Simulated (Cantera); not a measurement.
A Cantera script and what it prints.

```python
import numpy as np
import cantera as ct

gas_names = [...]  # 109 gases of nasa_gas.yaml made of C, Cl, H, Si
cond_names = """
    C(gr) C6H6(L) C7H8(L) C8H18(L),n-octa Si(cr) Si(L) SiC(b)
""".split()


# ... load() reads the species with a 1 bar reference pressure and builds the phases ...
atoms = {
    'CH3SiCl3': {'C': 1, 'H': 3, 'Si': 1, 'CL': 3},
    'CH4': {'C': 1, 'H': 4},
    'H2': {'H': 2},
}
top_T = {'C(gr)': 4500, 'SiC(b)': 3050}  # K; cautious upper limits of use, not melting points


# ... equilibrate(T, P, feed) seeds the gas with the atoms and calls Mixture.equilibrate('TP', solver="vcs", rtol=1e-11, max_steps=5000) ...
results = []
feed = {'CH3SiCl3': 1, 'CH4': 0.26, 'H2': 4.8}  # mol
T = 2023.15  # K
for P in [100, 320, 1000, 3200, 10000, 32000, 100000]:
    mix = equilibrate(T, P, feed)
    results.append((T, P, feed, dict(zip(mix.species_names, mix.species_moles))))

top = {s: max(r[3][s] / sum(r[3][g] for g in gas_names) for r in results) for s in gas_names}
cols = sorted((s for s in top if top[s] > 0.001), key=lambda s: -top[s])[:6]
seen = [c for c in cond_names if any(r[3].get(c, 0) > 1e-12 for r in results)]
print("log10 of partial pressures in bar; condensed amounts in mol")
print(f"{'P/Pa':>10s}" + "".join(f"{s[:9]:>10s}" for s in cols + seen))
for T, P, feed, n in results:
    ng = sum(n[g] for g in gas_names)
    print(f"{P:10.4g}" + "".join(f"{np.log10(max(n[s] / ng * P / 1e5, 1e-99)):10.3f}" for s in cols)
          + "".join(f"{n.get(c, 0):10.4g}" for c in seen))
```

Result:

```
log10 of partial pressures in bar; condensed amounts in mol
      P/Pa        H2       HCL         H     SiCL2        CL        Si     C(gr)    SiC(b)
       100    -3.208    -3.535    -4.325    -4.719    -4.782    -5.468    0.4541    0.7927
       320    -2.690    -3.013    -4.066    -4.193    -4.519    -5.468    0.4354    0.8138
      1000    -2.188    -2.510    -3.815    -3.687    -4.266    -5.468    0.4303    0.8195
      3200    -1.679    -2.000    -3.561    -3.177    -4.010    -5.468    0.4295    0.8205
     1e+04    -1.182    -1.503    -3.312    -2.680    -3.762    -5.468    0.4304    0.8195
   3.2e+04    -0.676    -0.998    -3.059    -2.176    -3.510    -5.468    0.4327    0.8169
     1e+05    -0.179    -0.505    -2.811    -1.687    -3.265    -5.468    0.4366     0.812
```

Equilibrium computed with Cantera from the NASA thermochemical tables; the gas is ideal and each condensed phase is pure. The feed counts by its element totals alone. The tables' values for SiCl3, SiCl are old estimates; treat these amounts as uncertain.
